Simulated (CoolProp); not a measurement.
Octamethylcyclotetrasiloxane (D4) along the isotherm 326.4 K: fugacity coefficient from the reference equation and from simpler models built on Tc = 586.5 K, pc = 1.347 MPa, ω = 0.598; each cubic takes its own stable root.

Values from CoolProp's reference Helmholtz-energy equation of state, Thol 2015.

| p (MPa) | phase | reference |
|---|---|---|
| 0.281 | liquid | 0.003205 |
| 0.561 | liquid | 0.001660 |
| 0.842 | liquid | 0.001143 |
| 1.12 | liquid | 0.0008884 |
| 1.4 | liquid | 0.0007348 |
| 1.68 | liquid | 0.0006330 |
| 1.96 | liquid | 0.0005609 |
| 2.25 | liquid | 0.0005057 |
| 2.53 | liquid | 0.0004649 |
| 2.81 | liquid | 0.0004327 |
| 3.09 | liquid | 0.0004067 |
| 3.37 | liquid | 0.0003855 |

How far does each simpler model (Redlich-Kwong, Peng-Robinson) lie from the reference over these 12 states: mean and median of the absolute difference, and the worst?


- Redlich-Kwong: mean 1306.4 %, median 1306.4 %, worst +1354.2 % at 326.4 K and 3.37 MPa
- Peng-Robinson: mean 19.3 %, median 19.3 %, worst +19.3 % at 326.4 K and 0.281 MPa
